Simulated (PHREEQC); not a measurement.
Solution (25 °C): 2.1 mmol/kgw MgCl2 and 11 mmol/kgw KBr. Closed to the air; pH follows from the charge balance.

All values are PHREEQC results (Pitzer model, pitzer.dat), not measurements.

**Question.** The ionic strength comes out as 0.0173 mol/kgw. What activity coefficients do Cl-, K+, Br-, Mg+2 get?

**Answer.** Cl- 0.88, K+ 0.88, Br- 0.88, Mg+2 0.60. Single-ion values are on the MacInnes scale.

No solid was allowed to form.
